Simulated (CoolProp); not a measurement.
20 sccm (0 °C, 1 atm) of nitrogen bubbles through liquid methanol at 320.1 K and leaves saturated at a total pressure of 0.15 MPa (ideal gas phase). Each further row changes one setting.

Computed with CoolProp (reference Helmholtz-energy equation of state, de Reuck 1993).

| case | vapour pressure (kPa) | mole fraction of vapour | delivery (mg/min) | delivery (sccm) | change of delivery for a bath 1 K warmer (%) |
|---|---|---|---|---|---|
| as stated | 48.7 | 0.325 | 13.7 | 9.62 | [?] |
| bath temperature 325.1 K | [?] | 0.404 | 19.4 | [?] | [?] |
| total pressure 0.3 MPa | 48.7 | [?] | 5.54 | 3.88 | [?] |

### Question
Complete the blanks.

### Answer

- as stated, change of delivery for a bath 1 K warmer (%): 6.8
- bath temperature 325.1 K, vapour pressure (kPa): 60.6
- bath temperature 325.1 K, delivery (sccm): 13.5
- bath temperature 325.1 K, change of delivery for a bath 1 K warmer (%): 7.5
- total pressure 0.3 MPa, mole fraction of vapour: 0.162
- total pressure 0.3 MPa, change of delivery for a bath 1 K warmer (%): 5.4
